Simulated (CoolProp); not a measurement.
Vapour-liquid equilibrium of R152A (1) + methanol (2) at 0.0135 MPa; x and y are mole fractions of (1).

Computed with CoolProp (multi-fluid Helmholtz-energy mixture model, Outcalt 1996 and de Reuck 1993; pair parameters Bell 2016).

Give the bubble temperature and the first vapour's composition at x = 0.2, 0.5, 0.65. Is there an azeotrope?

x = 0.2: -55.1 °C, y = 0.997; x = 0.5: -56.1 °C, y = 0.997; x = 0.65: -57.1 °C, y = 0.997. No azeotrope shows between x = 0.05 and 0.95.

The pair parameters rest on a limited set of measurements; away from them the model extrapolates. With so large a gap from Raoult's law the liquid may split in two, which this calculation doesn't test in full.
